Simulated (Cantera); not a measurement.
**Transport properties of process gases**

Gas mixture: O₂ : NO : N₂O = 0.29 : 0.29 : 0.57 (molar parts), at 1.80 bar, frozen composition.

Cantera's kinetic-theory transport with the Lennard-Jones parameters of GRI-Mech 3.0, ideal gas; thermal conductivity in the mixture-averaged form. The composition is frozen, though it would react at the higher temperatures.

| T (K) | ρ (kg/m³) | cp (J/kg/K) | μ (µPa s) | λ (mW/m/K) | Pr | D (cm²/s) OH | D (cm²/s) NO | D (cm²/s) O |
|---|---|---|---|---|---|---|---|---|
| 400 | 2.03 | 969.8 | 21.6 | 29.1 | 0.719 | 0.260 | 0.158 | 0.265 |
| 650 | 1.25 | 1089 | 31.3 | 47.1 | 0.724 | 0.598 | 0.368 | 0.611 |
| 900 | 0.901 | 1171 | 39.5 | 63.4 | 0.729 | 1.04 | 0.639 | 1.06 |
| 1150 | 0.705 | 1220 | 46.7 | 78.3 | 0.728 | 1.56 | 0.965 | 1.59 |
| 1400 | 0.579 | 1256 | 53.3 | 92.0 | 0.727 | 2.17 | 1.34 | 2.21 |
| 1650 | 0.491 | 1284 | 59.4 | 105 | 0.728 | 2.85 | 1.76 | 2.91 |
D: mixture-averaged diffusion coefficient of that species in the mixture.
